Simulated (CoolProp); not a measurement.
Vapour-liquid equilibrium of carbon dioxide (1) + propylene (2) at 263.8 K; x and y are mole fractions of (1).

Computed with CoolProp (multi-fluid Helmholtz-energy mixture model, Span 1996 and Lemmon 2013; pair parameters Bell 2016).

| x | bubble pressure, mixture model (bar) | bubble pressure, Raoult's law (bar) | y, mixture model | y, Raoult's law |
|---|---|---|---|---|
| 0.05 | 6.176 | 5.502 | 0.298 | 0.245 |
| 0.2 | ___ | 8.894 | 0.630 | 0.607 |
| 0.35 | 14.95 | 12.28 | ___ | 0.769 |
| 0.5 | 18.10 | 15.68 | ___ | 0.861 |
| 0.65 | ___ | 19.07 | ___ | 0.920 |
| 0.8 | 23.39 | 22.46 | ___ | 0.961 |
| 0.95 | 26.06 | 25.85 | ___ | 0.992 |

Q: What belongs in the gaps?

A: 
- 0.2, bubble pressure, mixture model (bar): 11.03
- 0.35, y, mixture model: 0.749
- 0.5, y, mixture model: 0.815
- 0.65, bubble pressure, mixture model (bar): 20.81
- 0.65, y, mixture model: 0.865
- 0.8, y, mixture model: 0.915
- 0.95, y, mixture model: 0.975

The largest gap from Raoult's law is +24.0 % in bubble pressure, at x = 0.2. No azeotrope shows between x = 0.05 and 0.95.

Pair parameters are fitted to limited data, so mixtures are less certain than the pure fluids.
